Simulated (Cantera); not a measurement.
Charge: 1 mol Al(CH₃)₃, 26 mol H₂O, 14 mol H₂, at 2000 K and 1.33 mbar.

Cantera equilibrium calculation (NASA polynomials, part measured and part estimated; ideal gas, pure solids and liquids). The feed counts by its element totals alone. Rates play no part.

| species | before | after |
|---|---|---|
| H₂ | 0.473 | 0.510 |
| H₂O | 0.432 | 0.426 |
| CO | 0.0518 | 0.0370 |
| H | 0.0306 | 1.40e-6 |
| CO₂ | 0.0103 | 0.0262 |
| OH | 0.00279 | 7.00e-9 |
| O | 0.000132 | <1e-9 |
| O₂ | 5.21e-5 | <1e-9 |
| Al₂O₃(s), mol | 0.500 | 0.500 |
Gas species are given as mole fractions.

Q: Name the change that produced these shifts.
(A) temperature from 2000 K to 1148 K
(B) H₂ from 14 to 5.6 mol
(C) pressure from 1.33 mbar to 0.250 bar
(D) H₂ from 14 to 5.7 mol

A: A, temperature from 2000 K to 1148 K
